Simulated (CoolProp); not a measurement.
Vapour-liquid equilibrium of R1234yf (1) + R152A (2) at 278.6 K; x and y are mole fractions of (1).

Values from CoolProp's multi-fluid Helmholtz-energy mixture model, Lemmon 2022 and Outcalt 1996; pair parameters Bell 2023.

```json
[
 {"x": "0.05", "bubble pressure (MPa)": "0.3293", "y at the bubble point": "0.074", "dew pressure at overall composition x (MPa)": "0.3262", "liquid density (mol/L)": "14.03"},
 {"x": "0.125", "bubble pressure (MPa)": "0.3413", "y at the bubble point": "0.170", "dew pressure at overall composition x (MPa)": "0.3358", "liquid density (mol/L)": "13.61"},
 {"x": "0.2", "bubble pressure (MPa)": "0.3510", "y at the bubble point": "0.253", "dew pressure at overall composition x (MPa)": "0.3449", "liquid density (mol/L)": "13.21"},
 {"x": "0.275", "bubble pressure (MPa)": "0.3588", "y at the bubble point": "0.328", "dew pressure at overall composition x (MPa)": "0.3534", "liquid density (mol/L)": "12.83"},
 {"x": "0.35", "bubble pressure (MPa)": "0.3652", "y at the bubble point": "0.398", "dew pressure at overall composition x (MPa)": "0.3609", "liquid density (mol/L)": "12.48"},
 {"x": "0.425", "bubble pressure (MPa)": "0.3702", "y at the bubble point": "0.465", "dew pressure at overall composition x (MPa)": "0.3673", "liquid density (mol/L)": "12.15"},
 {"x": "0.5", "bubble pressure (MPa)": "0.3741", "y at the bubble point": "0.531", "dew pressure at overall composition x (MPa)": "0.3724", "liquid density (mol/L)": "11.84"},
 {"x": "0.575", "bubble pressure (MPa)": "0.3771", "y at the bubble point": "0.596", "dew pressure at overall composition x (MPa)": "0.3762", "liquid density (mol/L)": "11.55"},
 {"x": "0.65", "bubble pressure (MPa)": "0.3791", "y at the bubble point": "0.662", "dew pressure at overall composition x (MPa)": "0.3788", "liquid density (mol/L)": "11.27"},
 {"x": "0.725", "bubble pressure (MPa)": "0.3803", "y at the bubble point": "0.730", "dew pressure at overall composition x (MPa)": "0.3802", "liquid density (mol/L)": "11.01"},
 {"x": "0.8", "bubble pressure (MPa)": "0.3807", "y at the bubble point": "0.800", "dew pressure at overall composition x (MPa)": "0.3807", "liquid density (mol/L)": "10.76"},
 {"x": "0.875", "bubble pressure (MPa)": "0.3804", "y at the bubble point": "0.873", "dew pressure at overall composition x (MPa)": "0.3803", "liquid density (mol/L)": "10.53"},
 {"x": "0.95", "bubble pressure (MPa)": "0.3794", "y at the bubble point": "0.948", "dew pressure at overall composition x (MPa)": "0.3794", "liquid density (mol/L)": "10.30"}
]
```

y crosses x between x = 0.8 and 0.875: the model has an azeotrope there.

Pair parameters are fitted to limited data, so mixtures are less certain than the pure fluids.
